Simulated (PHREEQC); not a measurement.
Brine: an equilibrium model

A solution holds 0.0078 mol NaBr and 0.13 mol KBr per kg of water, at 25 °C. Closed to the air; pH follows from the charge balance.

Equilibrium calculation in PHREEQC: ion-association model, phreeqc.dat.

No solid was allowed to form.

What specific conductance, density does the model give?

specific conductance 16600 µS/cm; density 1.009 g/cm³.
